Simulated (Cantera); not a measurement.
A diamond (100) surface in a fixed gas of H2 with x(CH4) = 0.025, x(H) = 0.0011, x(CH3) = 0.00031, 0.0440 bar; coverages are run to steady state.

Model: the Harris–Goodwin 1993 mechanism for the reconstructed diamond (100) surface, integrated in Cantera.

θ: site fractions in the mechanism's names (c6HH fully hydrogenated, c6H* and c6*H radical sites, c6** diradical, c6HM methylated).

| T (K) | growth (µm/h) | θ c6HH | θ c6H* | θ c6*H | θ c6** | θ c6HM |
|---|---|---|---|---|---|---|
| 900 | 3.20 | 0.541 | 0.00811 | 0.227 | 0.00311 | 0.178 |
| 950 | 4.22 | 0.527 | 0.0114 | 0.271 | 0.00489 | 0.142 |
| 1000 | 4.95 | 0.515 | 0.0155 | 0.318 | 0.00732 | 0.105 |
| 1050 | 4.71 | 0.507 | … | … | … | … |
| 1100 | 3.47 | 0.497 | 0.0261 | 0.414 | 0.0143 | 0.0312 |
| 1150 | 2.23 | 0.479 | 0.0317 | 0.449 | 0.0183 | 0.0121 |
| 1200 | 1.56 | 0.458 | 0.0370 | 0.474 | 0.0221 | 0.00431 |
| 1250 | 1.34 | 0.437 | 0.0420 | 0.490 | 0.0257 | 0.00151 |
| 1300 | 1.27 | 0.420 | … | 0.500 | … | … |
| 1350 | 1.11 | 0.408 | 0.0513 | 0.506 | 0.0319 | 0.000193 |
| 1400 | 0.774 | 0.400 | 0.0556 | 0.509 | 0.0343 | 7.08e-5 |

Task: Complete the blanks.

Result: 
- 1050, θ c6H*: 0.0205
- 1050, θ c6*H: 0.367
- 1050, θ c6**: 0.0105
- 1050, θ c6HM: 0.0651
- 1300, θ c6H*: 0.0468
- 1300, θ c6**: 0.0290
- 1300, θ c6HM: 0.000539
